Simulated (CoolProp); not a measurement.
Vapour-liquid equilibrium of ammonia (1) + n-pentane (2) at 59.15 °C; x and y are mole fractions of (1).

Model: multi-fluid Helmholtz-energy mixture model, Gao 2020 and Thol 2019; pair parameters Bell 2016, in CoolProp.

**Question.** Give the bubble pressure and the first vapour's composition at x = 0.35, 0.65, 0.85. Is there an azeotrope?

**Answer.** x = 0.35: 2.154 MPa, y = 0.896; x = 0.65: 2.412 MPa, y = 0.908; x = 0.85: 2.483 MPa, y = 0.922. No azeotrope shows between x = 0.05 and 0.95.

Pair parameters are fitted to limited data, so mixtures are less certain than the pure fluids. With so large a gap from Raoult's law the liquid may split in two, which this calculation doesn't test in full.
